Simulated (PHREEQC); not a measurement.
Make-up at 47 °C: 0.0051 mol HF, 7.2e-05 mol NH4HF2 and 0.0011 mol H3PO4 per kg of water. Closed to the air; pH follows from the charge balance.

Computed with PHREEQC (ion-association model, wateq4f.dat).

```json
[
 {"quantity": "pH", "before": "2.75", "after": "3.21"},
 {"quantity": "ionic strength (mol/kgw)", "before": "0.00193", "after": "0.000645"},
 {"quantity": "HF (mol/kgw)", "before": "0.00409", "after": "0.000600"},
 {"quantity": "F- (mol/kgw)", "before": "0.00107", "after": "0.000446"},
 {"quantity": "H2PO4- (mol/kgw)", "before": "0.000835", "after": "0.000198"},
 {"quantity": "H3PO4 (mol/kgw)", "before": "0.000264", "after": "2.21e-5"}
]
```

**Question.** Which change was made?
A) H3PO4 replaced by Na2HPO4 at the same molality
B) diluted 100-fold with water
C) diluted 5-fold with water
D) NH4HF2 from 7.2e-05 to 7.2e-06 mol/kgw
E) NH4HF2 from 7.2e-05 to 0.000144 mol/kgw

**Answer.** C, diluted 5-fold with water

Precipitation was switched off in this run. H3PO4, which wateq4f.dat lacks, is added to it with the constant of phreeqc.dat. Constants without temperature data keep their 25 °C values here.
